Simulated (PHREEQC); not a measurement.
A solution holds 0.345 mol/kgw CaCl2 and 0.0345 mol/kgw H3BO3, at 25 °C. Closed to the air; pH follows from the charge balance.

All values are PHREEQC results (Pitzer model, pitzer.dat), not measurements.

The pH comes out as 4.88 and the ionic strength is 1.03 mol/kgw. The activity of water comes out as 0.983 and the density comes out as 1.028 g/cm³. The osmotic coefficient is 0.892.

```
species     molality  activity   log γ
----------  --------  --------  ------
Cl-            0.690     0.416  -0.220
Ca+2           0.345    0.0867  -0.600
B(OH)3        0.0345    0.0391   0.055
H+           1.52e-5   1.32e-5  -0.061
CaB(OH)4+    9.67e-6   6.49e-6  -0.173
B(OH)4-      5.22e-6   1.68e-6  -0.493
B3O3(OH)4-   3.39e-7   1.39e-7  -0.388
OH-          2.87e-9  7.52e-10  -0.582
```

No solid was allowed to form. Species that the database lacks are ignored. In brines, pH and single-ion activities rest on the MacInnes convention.
